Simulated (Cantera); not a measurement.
Charge: 1 mol Cr, 3.5 mol O2, a varied amount of H2, at 7.50 Torr.

Method: chemical equilibrium by Gibbs-energy minimisation in Cantera with the NASA 1993 tables (ideal gas, pure condensed phases). Candidate condensed phases: Cr, Cr2O3, H2O; 13 gas species. Equilibrium is a limit: real reactors are often held back by kinetics, nucleation or transport.

Problem. What condenses at these points (T in K, n(H2) in mol): (2573, 120); (2423, 120); (2223, 11); (2573, 37); (2273, 6.2)?

Solution. 
| T (K) | n(H2) in mol | condensed phases | Cr condensed (%) |
|---|---|---|---|
| 2573 | 120 | gas only | 0.0 |
| 2423 | 120 | gas only | 0.0 |
| 2223 | 11 | Cr2O3 | 86.0 |
| 2573 | 37 | gas only | 0.0 |
| 2273 | 6.2 | Cr2O3 | 91.1 |
